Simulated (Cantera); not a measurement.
A freely propagating, adiabatic, planar premixed flame of CH4 : H2 : O2 : N2 = 1 : 0.13 : 1.59 : 5.97 (molar parts), equivalence ratio 1.3, unburnt at 350 K and 5.70 bar; multicomponent+Soret transport, grid criteria slope 0.08 and curve 0.16, no radiation.

Cantera simulation using GRI-Mech 3.0 (53 species, 325 reactions); the numbers are that mechanism's predictions, not measurements. Burning velocities carry a grid error of a few per cent, more on coarse grids.

x: mole fraction of selected species; z is measured from the peak of heat release.

| z (mm) | T (K) | u (m/s) | x CH4 | x H2 | x O2 | x CO | x CH2O | x OH |
|---|---|---|---|---|---|---|---|---|
| -0.666 | 350 | 0.139 | 0.115 | 0.0151 | 0.183 | 6.33e-6 | 7.51e-8 | <1e-8 |
| -0.444 | 355 | 0.141 | 0.114 | 0.0155 | 0.183 | 8.81e-5 | 1.62e-6 | <1e-8 |
| -0.333 | 380 | 0.151 | 0.112 | 0.0164 | 0.182 | 0.000613 | 1.67e-5 | <1e-8 |
| -0.222 | ? | 0.211 | 0.101 | 0.0195 | 0.172 | 0.00438 | 0.000176 | <1e-8 |
| -0.111 | ? | 0.434 | 0.0662 | 0.0280 | 0.121 | 0.0227 | 0.00109 | 1.48e-6 |
| -0.0555 | ? | 0.613 | 0.0366 | 0.0337 | 0.0733 | 0.0408 | 0.00111 | 2.67e-5 |
| 0 | ? | 0.776 | 0.0104 | 0.0380 | 0.0266 | 0.0576 | 0.000321 | 0.000264 |
| 0.0555 | 2039 | 0.847 | 0.00212 | 0.0397 | 0.00615 | 0.0616 | 7.46e-5 | 0.000575 |
| 0.111 | 2084 | 0.865 | 0.000687 | 0.0411 | 0.00145 | 0.0605 | 2.15e-5 | 0.000545 |
| 0.222 | 2104 | 0.872 | 0.000212 | 0.0428 | 0.000140 | 0.0591 | 4.17e-6 | 0.000358 |
| 0.444 | 2110 | 0.875 | 7.39e-5 | 0.0439 | 7.36e-6 | 0.0586 | 8.63e-7 | 0.000219 |
| 0.888 | 2112 | 0.875 | 2.28e-5 | 0.0442 | 1.65e-6 | 0.0586 | 2.02e-7 | 0.000166 |
| 1.78 | 2112 | 0.875 | 2.96e-6 | 0.0443 | 1.34e-6 | 0.0587 | 2.91e-8 | 0.000154 |

Q: What belongs in the gaps?

A: 
- -0.222, T (K): 530
- -0.111, T (K): 1070
- -0.0555, T (K): 1492
- 0, T (K): 1872
